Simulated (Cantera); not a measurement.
Cantera run:

```python
import numpy as np
import cantera as ct

gas_names = """
    H H2 Si SiH SiH2 SiH3 SiH4 Si2 Si3
""".split()
cond_names = """
    Si(cr) Si(L)
""".split()


# ... load() reads the species with a 1 bar reference pressure and builds the phases ...
atoms = {
    'Si': {'Si': 1},
    'H2': {'H': 2},
}
top_T = {}  # K; cautious upper limits of use, not melting points


# ... equilibrate(T, P, feed) seeds the gas with the atoms and calls Mixture.equilibrate('TP', solver="vcs", rtol=1e-11, max_steps=5000) ...
results = []
feed = {'Si': 1, 'H2': 1.5}  # mol
P = 100000  # Pa
for T in [523, 673, 823, 973, 1123, 1273, 1423, 1573, 1723]:
    mix = equilibrate(T, P, feed)
    results.append((T, P, feed, dict(zip(mix.species_names, mix.species_moles))))
    x = sorted(zip(gas.X, gas.species_names), reverse=True)
    print(f"T = {T:g} K  P = {P:g} Pa  gas = {mix.phase_moles(0):.4g} mol")
    print("   x: " + "  ".join(f"{s} {v:.3e}" for v, s in x if v > 0.0001))
    print("   condensed (mol): " + ("  ".join(f"{mix.phase(i).name} {mix.phase_moles(i):.4g}"
          for i in range(1, mix.n_phases) if mix.phase_moles(i) > 1e-12) or "none"))
```

Result:

```
T = 523 K  P = 100000 Pa  gas = 1.5 mol
   x: H2 1.000e+00
   condensed (mol): Si(cr) 1
T = 673 K  P = 100000 Pa  gas = 1.5 mol
   x: H2 1.000e+00
   condensed (mol): Si(cr) 1
T = 823 K  P = 100000 Pa  gas = 1.5 mol
   x: H2 1.000e+00
   condensed (mol): Si(cr) 1
T = 973 K  P = 100000 Pa  gas = 1.5 mol
   x: H2 1.000e+00
   condensed (mol): Si(cr) 1
T = 1123 K  P = 100000 Pa  gas = 1.5 mol
   x: H2 1.000e+00
   condensed (mol): Si(cr) 1
T = 1273 K  P = 100000 Pa  gas = 1.5 mol
   x: H2 1.000e+00
   condensed (mol): Si(cr) 1
T = 1423 K  P = 100000 Pa  gas = 1.5 mol
   x: H2 1.000e+00
   condensed (mol): Si(cr) 1
T = 1573 K  P = 100000 Pa  gas = 1.5 mol
   x: H2 1.000e+00
   condensed (mol): Si(cr) 1
T = 1723 K  P = 100000 Pa  gas = 1.5 mol
   x: H2 9.998e-01  H 1.823e-04
   condensed (mol): Si(L) 1
```

Method: chemical equilibrium by Gibbs-energy minimisation in Cantera with the NASA 1993 tables (ideal gas, pure condensed phases). Gases not in the tables: Si2H6 and higher silanes.
